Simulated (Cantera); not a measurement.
# Thermodynamics of aluminium and copper etching, feed Cu + F₂ + N₂

Feed: 1 mol Cu, 2 mol F₂, 5.3 mol N₂, held at 7.50 Torr.

Cantera equilibrium calculation (NASA polynomials, part measured and part estimated; ideal gas, pure solids and liquids). Candidate condensed phases: Cu, CuF₂; 11 gas species. Equilibrium is a limit: real reactors are often held back by kinetics, nucleation or transport.

```tsv
T (°C)	x N₂	x F₂	x NF₃	x F	x CuF₂	n CuF₂(s)
302	0.881	0.00414	0.115	4.46e-5	<1e-12	1.00
327	0.879	0.00873	0.112	0.000131	1.04e-12	1.00
352	0.877	0.0170	0.106	0.000351	8.71e-12	1.00
377	0.873	0.0304	0.0953	0.000857	6.15e-11	1.00
402	0.868	0.0497	0.0805	0.00191	3.74e-10	1.00
427	0.861	0.0732	0.0621	0.00390	1.99e-9	1.00
452	0.853	0.0967	0.0431	0.00726	9.39e-9	1.00
477	0.845	0.115	0.0271	0.0124	3.98e-8	1.00
502	0.838	0.126	0.0157	0.0199	1.53e-7	1.000
527	0.832	0.130	0.00864	0.0300	5.40e-7	1.000
552	0.825	0.128	0.00463	0.0431	1.76e-6	1.000
577	0.817	0.121	0.00243	0.0596	5.31e-6	1.000
602	0.808	0.111	0.00126	0.0796	1.50e-5	1.000
```
x: gas mole fraction; n: condensed amount in mol.

From 302 °C to 602 °C the condensed part is CuF₂(s).
